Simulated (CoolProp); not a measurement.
Vapour-liquid equilibrium of isohexane (1) + n-heptane (2) at 371.2 K; x and y are mole fractions of (1).

Values from CoolProp's multi-fluid Helmholtz-energy mixture model, Lemmon 2006 and Span 2003; pair parameters Bell 2016.

Q: Give the bubble pressure and the first vapour's composition at x = 0.05, 0.2, 0.8. Is there an azeotrope?

A: x = 0.05: 0.1097 MPa, y = 0.126; x = 0.2: 0.1377 MPa, y = 0.404; x = 0.8: 0.2531 MPa, y = 0.914. No azeotrope shows between x = 0.05 and 0.95.

Pair parameters are fitted to limited data, so mixtures are less certain than the pure fluids.
